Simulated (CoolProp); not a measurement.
A closed Brayton cycle with carbon dioxide: compressor inlet 319.15 K and 9.7 MPa, high pressure 20.6 MPa, turbine inlet 965 K, compressor efficiency 0.8, turbine efficiency 0.9, recuperator effectiveness 0.9 (on enthalpy, no pinch check). Each further row changes one setting.

The numbers come from the reference Helmholtz-energy equation of state, Span 1996 in CoolProp.

```tsv
case	thermal efficiency (%)	net work (kJ/kg)	compressor to turbine work	compressor exit (K)	turbine exit (K)
as stated	33.8	92.6	0.23	361.7	864.2
turbine inlet 915 K	___	___	0.24	361.7	817.7
compressor inlet 329.15 K	33.5	___	___	387.5	864.2
high pressure 17.5 MPa	30.7	___	0.21	___	885.5
recuperator effectiveness 0.5	18.0	92.6	0.23	361.7	864.2
```

Task: Some entries are withheld; supply them.

Result: 
- turbine inlet 915 K, thermal efficiency (%): 32.9
- turbine inlet 915 K, net work (kJ/kg): 85.9
- compressor inlet 329.15 K, net work (kJ/kg): 83.3
- compressor inlet 329.15 K, compressor to turbine work: 0.30
- high pressure 17.5 MPa, net work (kJ/kg): 74.7
- high pressure 17.5 MPa, compressor exit (K): 352.3
